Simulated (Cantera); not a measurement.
Charge: 1 mol SrCl2, 25 mol N2, 0.65 mol H2O, equilibrated at 0.270 Pa.

These are equilibrium values from Cantera (NASA tables, ideal gas, pure condensed phases), not measurements of a reactor. Candidate condensed phases: H2O, NH4Cl, Sr, SrCl2, SrO, Sr(OH)2; 35 gas species. Condensed phases not in the tables: oxide chlorides. The numbers say what is thermodynamically allowed, not how fast it happens.

x: gas mole fraction; n: condensed amount in mol.

```
T (°C)   x N2  x SrCl2   x H2O    x HCl  x H  n SrO(s)
------  -----  -------  ------  -------  ---  --------
877     0.938   0.0317  0.0185   0.0116  [?]     0.156
927     0.938   0.0321  0.0189   0.0107  [?]     0.145
977     0.938   0.0324  0.0193  0.00996  [?]     0.136
1027    0.938   0.0327  0.0195  0.00928  [?]     0.128
1077    0.938   0.0329  0.0196  0.00868  [?]     0.123
1127    0.938   0.0330  0.0197  0.00815  [?]     0.119
1177    0.937   0.0331  0.0195  0.00765  [?]     0.118
1227    0.937   0.0330  0.0192  0.00717  [?]     0.117
1277    0.936   0.0328  0.0185  0.00670  [?]     0.118
1327    0.934   0.0325  0.0175  0.00620  [?]     0.119
1377    0.932   0.0319  0.0161  0.00565  [?]     0.115
1427    0.928   0.0309  0.0142  0.00504  [?]    0.0948
```

Question: Fill in the missing entries.

Answer: 
- 877, x H: 2.88e-7
- 927, x H: 1.03e-6
- 977, x H: 3.37e-6
- 1027, x H: 1.01e-5
- 1077, x H: 2.78e-5
- 1127, x H: 7.16e-5
- 1177, x H: 0.000173
- 1227, x H: 0.000391
- 1277, x H: 0.000835
- 1327, x H: 0.00168
- 1377, x H: 0.00320
- 1427, x H: 0.00569
